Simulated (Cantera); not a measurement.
# Hydrocarbon pyrolysis for carbon deposition

An isothermal, constant-pressure homogeneous reactor starts with 37.0 % C₂H₆, 63.0 % H₂, at 1625 K and 1.10 bar.

Computed with Cantera and GRI-Mech 3.0 (53 species, 325 reactions). GRI-Mech 3.0 stops at C3 and has no aromatics, soot or wall deposition, so with more carbon than oxygen in the feed, carbon stays in small species such as C2H2 where larger ones or solid carbon would form.

| t (s) | x C₂H₆ | x H₂ | x CH₄ | x C₂H₄ | x H | x C₂H₂ |
|---|---|---|---|---|---|---|
| 0.000200 | 0.00156 | 0.636 | 0.174 | 0.124 | 0.000107 | 0.0642 |
| 0.000503 | 0.000315 | 0.645 | 0.170 | 0.0962 | 5.66e-5 | 0.0878 |
| 0.00126 | 0.000176 | 0.656 | 0.165 | 0.0620 | 4.93e-5 | 0.116 |
| 0.00317 | 0.000118 | 0.668 | 0.159 | 0.0266 | 4.80e-5 | 0.146 |
| 0.00797 | 9.16e-5 | 0.676 | 0.152 | 0.0122 | 4.76e-5 | 0.159 |
| 0.0200 | 8.18e-5 | 0.683 | 0.142 | 0.0115 | 4.85e-5 | 0.163 |
| 0.0503 | 6.70e-5 | 0.697 | 0.123 | 0.0119 | 5.06e-5 | 0.168 |
| 0.126 | 4.98e-5 | 0.716 | 0.0963 | 0.0125 | 5.40e-5 | 0.175 |
| 0.318 | 3.96e-5 | 0.730 | 0.0762 | 0.0129 | 5.72e-5 | 0.181 |
| 0.799 | 3.77e-5 | 0.733 | 0.0720 | 0.0130 | 5.80e-5 | 0.182 |
| 2.01 | 3.77e-5 | 0.733 | 0.0719 | 0.0130 | 5.80e-5 | 0.182 |
| 5.04 | 3.77e-5 | 0.733 | 0.0719 | 0.0130 | 5.80e-5 | 0.182 |
| 12.7 | 3.77e-5 | 0.733 | 0.0719 | 0.0130 | 5.80e-5 | 0.182 |
| 31.8 | 3.77e-5 | 0.733 | 0.0719 | 0.0130 | 5.80e-5 | 0.182 |
| 80.0 | 3.77e-5 | 0.733 | 0.0719 | 0.0130 | 5.80e-5 | 0.182 |
x: mole fraction; the columns are a selection and need not sum to one.

Equilibrium at this temperature and pressure: C₂H₆ 3.77e-5, H₂ 0.733, CH₄ 0.0719, C₂H₄ 0.0130, H 5.80e-5, C₂H₂ 0.182 (gas phase only).
